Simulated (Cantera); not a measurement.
**Thermodynamics of silicon carbide growth, feed SiH4 + CH4 + H2**

Input: 1 mol SiH4, 0.049 mol CH4, 1000 mol H2, held at 2.25 Torr.

Equilibrium computed with Cantera from the NASA thermochemical tables; the gas is ideal and each condensed phase is pure. Candidate condensed phases: C, C6H6, C7H8, C8H18, Si, SiC; 87 gas species. Mutual solubility and eutectic melting of coexisting phases are not modelled. Gases not in the tables: Si2H6 and higher silanes. Kinetics and transport are ignored.

```
T (K)  log p H2  log p H  log p Si  log p SiH  log p C2H2 (acetylene)  n Si(s)  n SiC(s)
-----  --------  -------  --------  ---------  ----------------------  -------  --------
923       -2.52   -10.87      <-14       <-14                    <-14    0.951    0.0489
1073      -2.52    -9.12    -14.16     -13.85                    <-14    0.951    0.0489
1223      -2.52    -7.78    -11.49     -11.64                    <-14    0.951    0.0489
1373      -2.52    -6.74     -9.41      -9.92                  -13.03    0.951    0.0489
1523      -2.52    -5.90     -7.74      -8.54                  -11.65    0.942    0.0489
1673      -2.52    -5.21     -6.38      -7.41                  -10.52    0.785    0.0482
1823      -2.53    -4.63     -5.59      -6.82                   -8.88        0    0.0376
1973      -2.53    -4.14     -5.56      -6.96                   -7.24        0         0
2123      -2.55    -3.72     -5.55      -7.12                   -7.18        0         0
2273      -2.59    -3.37     -5.57      -7.27                   -7.19        0         0
2423      -2.66    -3.08     -5.60      -7.45                   -7.24        0         0
2573      -2.79    -2.86     -5.64      -7.66                   -7.38        0         0
```
log p: log10 of the partial pressure in bar; n: condensed amount in mol.

From 923 K to 1673 K the condensed part is Si(s) + SiC(s). At 1823 K the condensed part is SiC(s). From 1973 K to 2573 K nothing is condensed.
